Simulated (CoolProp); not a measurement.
Ethane at 549.91 K and 7.43 MPa flows at 1 m/s in a round tube of 10 mm bore and 45 µm roughness, fully developed (64/Re and Nu = 3.66 if laminar; Colebrook and Gnielinski if turbulent). Each further row changes one setting.

Values from CoolProp's reference Helmholtz-energy equation of state, Bücker 2006.

```tsv
case	Reynolds number	Darcy friction factor	pressure drop (Pa/m)	heat-transfer coefficient (W/(m² K))	mass flow (kg/h)
as stated	(withheld)	(withheld)	83.8	(withheld)	14.5
velocity 2 m/s	57900	0.0311	320	(withheld)	(withheld)
diameter 20 mm	57900	0.0267	(withheld)	(withheld)	58.2
```

Task: What belongs in the gaps?

Result: 
- as stated, Reynolds number: 28900
- as stated, Darcy friction factor: 0.0326
- as stated, heat-transfer coefficient (W/(m² K)): 677
- velocity 2 m/s, heat-transfer coefficient (W/(m² K)): 1310
- velocity 2 m/s, mass flow (kg/h): 29.1
- diameter 20 mm, pressure drop (Pa/m): 34.4
- diameter 20 mm, heat-transfer coefficient (W/(m² K)): 558

Viscosity comes from a separate model (Friend 1991). Thermal conductivity comes from a separate model (Friend 1991).
